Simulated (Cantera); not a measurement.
A closed system holds: 1 mol SiCl₄, 0.69 mol NH₃, 19 mol N₂, at 777 °C and 0.0133 bar.

These are equilibrium values from Cantera (NASA tables, ideal gas, pure condensed phases), not measurements of a reactor. Candidate condensed phases: NH₄Cl, Si, Si₃N₄; 28 gas species. The tables' values for SiCl₃ are old estimates; treat these amounts as uncertain. The numbers say what is thermodynamically allowed, not how fast it happens.

Base state: N₂ 0.886, HCl 0.0776, SiCl₄ 0.0270, H₂ 0.00927, SiCl₃ 9.65e-5, SiHCl₃ 3.35e-5 (mole fractions); condensed: Si₃N₄(s).

Task: What changes in the equilibrium state with this change: NH₃ from 0.69 to 0.46 mol?

Result: 
```csv
species,before,after
N₂,0.886,0.905
HCl,0.0776,0.0568
SiCl₄,0.0270,0.0333
H₂,0.00927,0.00443
SiHCl₃,3.35e-5,2.70e-5
SiCl₃,9.65e-5,0.000113
"Si₃N₄(s), mol",0.139,0.0992
```

Task: What changes in the equilibrium state with this change: temperature from 777 °C to 1075 °C?

Result: 
```json
[
 {"species": "N₂", "before": "0.886", "after": "0.882"},
 {"species": "HCl", "before": "0.0776", "after": "0.0799"},
 {"species": "SiCl₄", "before": "0.0270", "after": "0.0192"},
 {"species": "SiCl₂", "before": "6.26e-6", "after": "0.00632"},
 {"species": "SiCl₃", "before": "9.65e-5", "after": "0.00492"},
 {"species": "Cl", "before": "5.16e-8", "after": "1.51e-5"},
 {"species": "SiHCl₃", "before": "3.35e-5", "after": "0.000106"},
 {"species": "Si₃N₄(s), mol", "before": "0.139", "after": "0.112"}
]
```
